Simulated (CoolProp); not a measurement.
Vapour-liquid equilibrium of propane (1) + neopentane (2) at 264.4 K; x and y are mole fractions of (1).

Computed with CoolProp (multi-fluid Helmholtz-energy mixture model, Lemmon 2009 and Lemmon 2006; pair parameters Bell 2016).

Q: Give the bubble pressure and the first vapour's composition at x = 0.125, 0.275, 0.725. Is there an azeotrope?

A: x = 0.125: 0.06839 MPa, y = 0.357; x = 0.275: 0.09422 MPa, y = 0.615; x = 0.725: 0.2377 MPa, y = 0.958. No azeotrope shows between x = 0.05 and 0.95.

The pair parameters rest on a limited set of measurements; away from them the model extrapolates.
